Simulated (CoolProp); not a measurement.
Vapour-liquid equilibrium of R134a (1) + R123 (2) at 0.252 MPa; x and y are mole fractions of (1).

Values from CoolProp's multi-fluid Helmholtz-energy mixture model, Tillner-Roth 1994 and Younglove 1994; pair parameters Bell 2016.

| x | bubble temperature (K) | y at the bubble point | dew temperature at overall composition x (K) | liquid density (mol/L) |
|---|---|---|---|---|
| 0.05 | 319.9 | 0.260 | 327.2 | 9.284 |
| 0.2 | 300.9 | 0.655 | 322.1 | 9.917 |
| 0.35 | 289.7 | 0.808 | 316.3 | 10.46 |
| 0.5 | 282.6 | 0.882 | 309.5 | 10.96 |
| 0.65 | 277.6 | 0.926 | 301.3 | 11.47 |
| 0.8 | 273.7 | 0.959 | 290.4 | 12.01 |
| 0.95 | 270.2 | 0.989 | 274.8 | 12.61 |

No azeotrope shows between x = 0.05 and 0.95.

The pair parameters rest on a limited set of measurements; away from them the model extrapolates.
